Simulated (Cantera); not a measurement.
Charge: 1 mol Si3N4, 0.038 mol H2O, 280 mol N2, equilibrated at 1 atm.

Method: chemical equilibrium by Gibbs-energy minimisation in Cantera with the NASA 1993 tables (ideal gas, pure condensed phases). Candidate condensed phases: H2O, Si, SiO2, Si2N2O, Si3N4; 35 gas species. Mutual solubility and eutectic melting of coexisting phases are not modelled. Equilibrium is a limit: real reactors are often held back by kinetics, nucleation or transport.

x: gas mole fraction; n: condensed amount in mol.

```
T (°C)   x N2      x H2       x SiO         x H        x Si     x SiN      x Si2N  n Si2N2O(s)  n Si3N4(s)
------  -----  --------  ----------  ----------  ----------  --------  ----------  -----------  ----------
900     1.000  0.000136      <1e-12     1.36e-9      <1e-12    <1e-12      <1e-12       0.0380       0.975
975     1.000  0.000136  (withheld)  (withheld)      <1e-12    <1e-12      <1e-12       0.0380       0.975
1050    1.000  0.000136    6.17e-11     1.84e-8      <1e-12    <1e-12      <1e-12       0.0380       0.975
1125    1.000  0.000136     1.04e-9     5.48e-8      <1e-12    <1e-12      <1e-12       0.0380       0.975
1200    1.000  0.000136     1.32e-8     1.46e-7    4.89e-12  7.11e-12      <1e-12       0.0380       0.975
1275    1.000  0.000136     1.29e-7     3.56e-7    7.49e-11  7.95e-11      <1e-12       0.0380       0.975
1350    1.000  0.000135  (withheld)  (withheld)  (withheld)  7.08e-10  (withheld)       0.0377       0.975
1425    1.000  0.000135     6.69e-6     1.67e-6     8.43e-9   5.17e-9    1.22e-10       0.0361       0.975
1500    1.000  0.000134     3.72e-5     3.27e-6     6.59e-8   3.19e-8     1.66e-9       0.0276       0.978
1575    1.000  0.000133    0.000136     6.07e-6     4.35e-7   1.69e-7     1.81e-8            0       0.987
```

### Question
Complete the blanks.

### Answer

- 1350, x SiO: 1.02e-6
- 1350, x H: 7.99e-7
- 1350, x Si: 8.88e-10
- 1350, x Si2N: 6.99e-12
- 975, x SiO: 2.57e-12
- 975, x H: 5.40e-9
